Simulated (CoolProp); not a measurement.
Vapour-liquid equilibrium of neopentane (1) + n-pentane (2) at 311.7 K; x and y are mole fractions of (1).

Computed with CoolProp (multi-fluid Helmholtz-energy mixture model, Lemmon 2006 and Thol 2019; pair parameters Bell 2016).

| x | bubble pressure (bar) | y at the bubble point | dew pressure at overall composition x (bar) | liquid density (mol/L) |
|---|---|---|---|---|
| 0.05 | 1.178 | 0.108 | ___ | 8.392 |
| 0.2 | 1.404 | ___ | 1.251 | 8.310 |
| 0.35 | 1.628 | 0.547 | 1.391 | 8.230 |
| 0.5 | ___ | 0.689 | ___ | 8.151 |
| 0.65 | 2.071 | 0.802 | 1.784 | 8.072 |
| 0.8 | ___ | 0.895 | 2.067 | 7.992 |
| 0.95 | ___ | ___ | ___ | 7.913 |

**Question.** Complete the blanks.

**Answer.** 
- 0.05, dew pressure at overall composition x (bar): 1.136
- 0.2, y at the bubble point: 0.362
- 0.5, bubble pressure (bar): 1.850
- 0.5, dew pressure at overall composition x (bar): 1.564
- 0.8, bubble pressure (bar): 2.292
- 0.95, bubble pressure (bar): 2.514
- 0.95, y at the bubble point: 0.976
- 0.95, dew pressure at overall composition x (bar): 2.439

No azeotrope shows between x = 0.05 and 0.95.

Pair parameters are fitted to limited data, so mixtures are less certain than the pure fluids.
